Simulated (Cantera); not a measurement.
**Calcination and drying: NaOH + H2O**

A closed system holds: 1 mol NaOH, 0.068 mol H2O, equilibrated at 1377 °C.

Equilibrium computed with Cantera from the NASA thermochemical tables; the gas is ideal and each condensed phase is pure. Candidate condensed phases: H2O, Na, NaOH, NaO2, Na2O, Na2O2; 16 gas species. The numbers say what is thermodynamically allowed, not how fast it happens.

From 10.0 Pa to 10000 Pa nothing is condensed. From 100000 Pa to 1000000 Pa the condensed part is NaOH(l). The main Na-bearing gas is Na at 10.0 Pa and NaOH at 1000000 Pa.

| P (Pa) | x H2O | x NaOH | x Na | x O2 | x OH | x Na2(OH)2 | x NaO | x H2 | n NaOH(l) |
|---|---|---|---|---|---|---|---|---|---|
| 10 | 0.298 | 0.0390 | 0.526 | 0.130 | 0.00393 | 4.97e-9 | 0.000411 | 0.000970 | 0 |
| 100 | 0.266 | 0.170 | 0.449 | 0.112 | 0.00201 | 9.45e-7 | 0.00103 | 0.000296 | 0 |
| 1000 | 0.192 | 0.454 | 0.282 | 0.0699 | 0.000853 | 6.73e-5 | 0.00162 | 8.50e-5 | 0 |
| 10000 | 0.121 | 0.721 | 0.124 | 0.0305 | 0.000309 | 0.00170 | 0.00148 | 2.56e-5 | 0 |
| 100000 | 0.684 | 0.303 | 0.00772 | 0.00195 | 0.000208 | 0.00301 | 7.39e-5 | 0.000182 | 0.968 |
| 1000000 | 0.969 | 0.0303 | 0.000212 | 0.000171 | 7.58e-5 | 0.000301 | 1.90e-6 | 0.000275 | 0.998 |
x: gas mole fraction; n: condensed amount in mol.
